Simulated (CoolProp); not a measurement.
A Linde-Hampson liquefier for carbon monoxide: isothermal reversible compression at 290 K from 1 atm to 25 MPa, throttling to 1 atm, return gas leaving the recuperator 0 K below the feed. Each further row changes one setting.

Values from CoolProp's reference Helmholtz-energy equation of state, Lemmon 2006. It is a short technical equation, of lower accuracy than the large ones.

| case | liquid yield per pass | compression work (kJ/kg of gas) |
|---|---|---|
| as stated | 0.105 | 473 |
| high pressure 50 MPa | 0.112 | 544 |
| warm-end temperature 320 K | 0.078 | 526 |
| warm-end gap 5 K | 0.094 | 473 |
